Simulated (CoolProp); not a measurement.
CH3F (R41) at 419.09 K and 0.18 MPa is throttled through a valve to 0.0411 MPa with no heat exchange. Each further row changes one setting.

Computed with CoolProp (reference Helmholtz-energy equation of state, Lemmon 2006). It is a short technical equation, of lower accuracy than the large ones.

| case | temperature change (K) | final density (kg/m³) |
|---|---|---|
| as stated | … | … |
| outlet pressure 0.0123 MPa | … | … |
| outlet pressure 0.0534 MPa | … | … |

Problem. Complete the blanks.

Solution. 
- as stated, temperature change (K): -1.0
- as stated, final density (kg/m³): 0.403
- outlet pressure 0.0123 MPa, temperature change (K): -1.2
- outlet pressure 0.0123 MPa, final density (kg/m³): 0.121
- outlet pressure 0.0534 MPa, temperature change (K): -0.9
- outlet pressure 0.0534 MPa, final density (kg/m³): 0.523
